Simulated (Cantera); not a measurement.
Adiabatic ignition

An adiabatic, constant-pressure homogeneous reactor starts with 16.5 % CH₄, 3.97 % CO, 16.7 % O₂, 62.8 % N₂, equivalence ratio 2.1, at 1400 K and 760 Torr.

Computed with Cantera and GRI-Mech 3.0 (53 species, 325 reactions).

```
t (s)     T (K)     x CH₄    x CO     x O₂     x CH₂    x C₂H₆   x CH₂CO    x C₂H₂
--------  -----  --------  ------  -------  --------  --------  --------  --------
2.00e-6    1400     0.165  0.0397    0.167    <1e-12    <1e-12    <1e-12    <1e-12
4.68e-6    1400     0.165  0.0397    0.167    <1e-12  2.87e-12    <1e-12    <1e-12
1.10e-5    1400     0.165  0.0397    0.167    <1e-12  4.12e-11  1.59e-12    <1e-12
2.57e-5    1400     0.165  0.0397    0.167    <1e-12  6.19e-10  9.42e-12    <1e-12
6.02e-5    1400     0.165  0.0397    0.167    <1e-12   1.07e-8  5.92e-11    <1e-12
0.000141   1400     0.165  0.0397    0.167  4.43e-12   2.13e-7  4.03e-10  1.22e-12
0.000330   1400     0.165  0.0397    0.167  2.93e-11   4.06e-6   2.86e-9  6.89e-11
0.000773   1401     0.165  0.0397    0.167  1.05e-10   4.55e-5   2.26e-8   2.93e-9
0.00181    1404     0.164  0.0397    0.166  2.57e-10  0.000245   2.74e-7   6.89e-8
0.00424    1435     0.157  0.0410    0.161   2.79e-9   0.00137   1.33e-5   3.42e-6
0.00993    2413  2.39e-11   0.155  9.06e-6  1.29e-12    <1e-12    <1e-12    <1e-12
0.0233     2414  2.31e-11   0.155  9.15e-6  1.25e-12    <1e-12    <1e-12    <1e-12
0.0545     2414  2.29e-11   0.155  9.18e-6  1.24e-12    <1e-12    <1e-12    <1e-12
0.128      2414  2.29e-11   0.155  9.19e-6  1.24e-12    <1e-12    <1e-12    <1e-12
0.299      2414  2.29e-11   0.155  9.19e-6  1.24e-12    <1e-12    <1e-12    <1e-12
0.700      2414  2.29e-11   0.155  9.19e-6  1.24e-12    <1e-12    <1e-12    <1e-12
```
x: mole fraction; the columns are a selection and need not sum to one.

| Property | Value |
|---|---|
| time of steepest temperature rise | 5.70 ms |
| temperature at 0.700 s | 2414 K |
| equilibrium temperature | 2414 K |
| x(CH₄) at 0.700 s | 2.29e-11 (gas-phase equilibrium 2.57e-11) |
| x(CO) at 0.700 s | 0.155 (gas-phase equilibrium 0.155) |
| x(O₂) at 0.700 s | 9.19e-6 (gas-phase equilibrium 9.19e-6) |
